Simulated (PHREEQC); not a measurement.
0.35 g of hydrous ferric oxide (600 m²/g; 0.2 weak and 0.005 strong sites per Fe, Dzombak-Morel constants, diffuse double layer) in 1 kg of water with 0.005 mol/kgw of an inert sodium salt and 0.0038 mmol/kgw Na2HAsO4 and 0.18 mmol/kgw PbCl2, at 25 °C; the pH is set by adding NaOH or the inert anion's acid. Oxygen is held at 0.21 atm. No CO2 enters from the air. Precipitation was switched off in this run.

Equilibrium calculation in PHREEQC: ion-association model, wateq4f.dat.

| pH | As sorbed (%) | Pb sorbed (%) | surface charge σ (C/m²) | surface potential ψ (mV) |
|---|---|---|---|---|
| 4 | 100.0 | 10.4 | 0.189 | 192 |
| 4.67 | 100.0 | ___ | 0.121 | 171 |
| 5.33 | 100.0 | 40.8 | 0.078 | ___ |
| 6.67 | 100.0 | 98.4 | 0.031 | 102 |
| 7.33 | 100.0 | 99.9 | ___ | ___ |
| 8 | 100.0 | 100.0 | 0.006 | 33 |
| 8.67 | 100.0 | 100.0 | -0.001 | -4 |
| 9.33 | ___ | 100.0 | -0.008 | -41 |
| 10.67 | 69.6 | 100.0 | -0.038 | -110 |
| 11.33 | ___ | 100.0 | -0.074 | -137 |
| 12 | 3.3 | 99.6 | -0.140 | -150 |

What belongs in the gaps?


- 4.67, Pb sorbed (%): 14.5
- 5.33, surface potential ψ (mV): 149
- 7.33, surface charge σ (C/m²): 0.015
- 7.33, surface potential ψ (mV): 69
- 9.33, As sorbed (%): 99.8
- 11.33, As sorbed (%): 19.1

Species that the database lacks are ignored. The database has no arsenate complexes of Pb.
